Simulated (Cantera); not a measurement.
Charge: 1 mol Nb2O5, 120 mol H2, equilibrated at 1848.15 K and 3.90 bar.

Method: chemical equilibrium by Gibbs-energy minimisation in Cantera with the NASA 1993 tables (ideal gas, pure condensed phases). Candidate condensed phases: H2O, Nb, NbO, NbO2, Nb2O5; 12 gas species. Condensed phases not in the tables: the oxides between NbO2 and Nb2O5. Rates play no part.

Base state: H2 0.991, H2O 0.00833, H 0.000268 (mole fractions); condensed: NbO2(s).

Problem. What changes in the equilibrium state with this change: Nb2O5 replaced by Cu2O?

Solution. 
```
species         before     after
------------  --------  --------
H2               0.991     0.991
H2O            0.00833   0.00833
H             0.000268  0.000268
Cu                   0  0.000239
NbO2(s), mol      2.00         0
Cu(l), mol           0      1.97
```
Further candidate phases: Cu, CuO, Cu(OH)2, Cu2O.
